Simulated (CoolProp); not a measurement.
Properties of R22 along the isotherm 382.9 K.

Values from CoolProp's reference Helmholtz-energy equation of state, Kamei 1995.

```tsv
p (MPa)	phase	cv (kJ/(kg K))	Joule-Thomson coefficient (K/MPa)	isothermal compressibility (1/MPa)	expansivity (1/kK)	viscosity (µPa s)	fugacity coefficient
0.624	gas	0.6583	10.64	1.669	2.991	17.7	0.9623
1.25	gas	0.6698	10.90	0.8741	3.466	17.7	0.9249
1.87	gas	0.6825	11.19	0.6180	4.067	17.9	0.8882
2.5	gas	0.6970	11.50	0.4952	4.881	18.1	0.8512
3.12	gas	0.7134	11.82	0.4316	5.998	18.4	0.8150
3.74	gas	0.7329	12.14	0.4013	7.662	18.8	0.7790
4.37	gas	0.7572	12.42	0.3992	10.47	19.6	0.7422
4.99	gas	0.7890	12.52	0.4365	15.90	20.9	0.7057
5.61	supercritical	0.8359	11.97	0.5684	30.56	23.6	0.6681
6.24	supercritical	0.8884	8.889	0.7650	70.42	32.3	0.6278
6.86	supercritical	0.8350	5.045	0.2383	33.17	43.5	0.5877
7.49	supercritical	0.8066	3.460	0.1136	19.38	49.1	0.5516
```

Viscosity comes from a separate model (Bell 2016), an estimate that may be off by 10 % or more.
